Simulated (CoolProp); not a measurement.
Sulfur dioxide at several states: fugacity coefficient from the reference equation and from simpler models built on Tc = 430.6 K, pc = 7.887 MPa, ω = 0.256; each cubic takes its own stable root.

Model: reference Helmholtz-energy equation of state, Gao 2016, in CoolProp.

```tsv
T (K)	p (MPa)	phase	reference
259.4	0.48	liquid	0.1752
481.2	14.1	supercritical	0.6184
357.5	0.0779	gas	0.9934
503.5	25.3	supercritical	0.5158
```

**Question.** How far does each simpler model (van der Waals, Redlich-Kwong, Soave-Redlich-Kwong) lie from the reference over these 4 states: mean and median of the absolute difference, and the worst?

**Answer.** 
- van der Waals: mean 110.9 %, median 2.8 %, worst +437.6 % at 259.4 K and 0.48 MPa
- Redlich-Kwong: mean 25.2 %, median 2.5 %, worst +95.7 % at 259.4 K and 0.48 MPa
- Soave-Redlich-Kwong: mean 2.2 %, median 1.2 %, worst +6.3 % at 503.5 K and 25.3 MPa

At some of these states van der Waals gives the other phase, because its saturation line lies elsewhere.
